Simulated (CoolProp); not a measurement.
Toluene at several states: Z from the reference equation and from simpler models built on Tc = 318.6 °C, pc = 4126 kPa, ω = 0.266; each cubic takes its own stable root.

Computed with CoolProp (reference Helmholtz-energy equation of state, Lemmon 2006). It is a short technical equation, of lower accuracy than the large ones.

| T (°C) | p (kPa) | phase | reference |
|---|---|---|---|
| 41.05 | 4380 | liquid | 0.1816 |
| 296.05 | 298 | gas | 0.9693 |
| 289.55 | 508 | gas | 0.9446 |
| 309.05 | 26.7 | gas | 0.9975 |
| -46.55 | 1160 | liquid | 0.06106 |
| 48.55 | 52.9 | liquid | 0.002169 |

Question: How far does each simpler model (van der Waals, Redlich-Kwong, Soave-Redlich-Kwong) lie from the reference over these 6 states: mean and median of the absolute difference, and the worst?

Answer: 
- van der Waals: mean 7571.3 %, median 34.7 %, worst +45285.0 % at 48.55 °C and 52.9 kPa
- Redlich-Kwong: mean 7.7 %, median 7.5 %, worst +15.8 % at -46.55 °C and 1160 kPa
- Soave-Redlich-Kwong: mean 6.5 %, median 6.2 %, worst +14.5 % at -46.55 °C and 1160 kPa

At some of these states van der Waals gives the other phase, because its saturation line lies elsewhere.
